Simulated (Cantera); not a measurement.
# Counterflow diffusion flame

A counterflow diffusion flame at 270000 Pa, nozzles 20 mm apart: fuel side C3H8 : N2 = 1 : 0.46 (molar parts) at 448 K, oxidiser side O2 : N2 = 0.24 : 0.76 (molar parts) at 725 K, fuel mass flux 1.6 times the oxidiser's; mixture-averaged transport, no radiation.

Cantera simulation using GRI-Mech 3.0 (53 species, 325 reactions); the numbers are that mechanism's predictions, not measurements. GRI-Mech 3.0 was tuned for natural gas; its chemistry of propane as a main component is partial and can be far from experiment. GRI-Mech 3.0 has no aromatics or soot, which form on the fuel side of real flames. The maximum strain rate includes the flame's own expansion and is several times the mean.

```tsv
oxidiser flux (kg/m²/s)	max strain (1/s)	mean strain (1/s)	T max (K)	peak x OH	peak x H	peak x NO	peak x CO	peak x C2H2
0.68	261	45.4	2415	0.00987	0.00329	0.000729	0.0876	0.0502
0.92	348	61.5	2394	0.0101	0.00347	0.000660	0.0858	0.0493
1.3	485	86.9	2369	0.0102	0.00368	0.000595	0.0840	0.0480
1.7	627	114	2350	0.0104	0.00387	0.000553	0.0828	0.0469
2.3	837	154	2331	0.0105	0.00411	0.000511	0.0818	0.0455
3.2	1150	214	2310	0.0106	0.00438	0.000468	0.0810	0.0438
4.3	1520	287	2291	0.0107	0.00463	0.000429	0.0803	0.0421
5.9	2050	394	2269	0.0107	0.00489	0.000385	0.0796	0.0401
8.1	2770	541	2245	0.0106	0.00514	0.000340	0.0792	0.0380
11	3690	735	2220	0.0104	0.00535	0.000296	0.0790	0.0358
```
x: mole fraction; the columns are a selection and need not sum to one.
